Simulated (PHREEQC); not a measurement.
Make-up at 25 °C: 0.24 mol HF, 0.054 mol NaF and 0.00077 mol H3PO4 per kg of water. Closed to the air; pH follows from the charge balance.

Model: ion-association model, wateq4f.dat, run in PHREEQC.

No solid was allowed to form.

Problem. Predict the pH, ionic strength.

Solution. pH 2.53; ionic strength 0.0567 mol/kgw.

Problem. In which forms is P present?

Solution. H2PO4- 74 %, H3PO4 26 % of the P.

Species that the database lacks are ignored. wateq4f.dat counts part of the HF as a dimer, H2F2, which phreeqc.dat doesn't know; its constant is uncertain. H3PO4, which wateq4f.dat lacks, is added to it with the constant of phreeqc.dat.
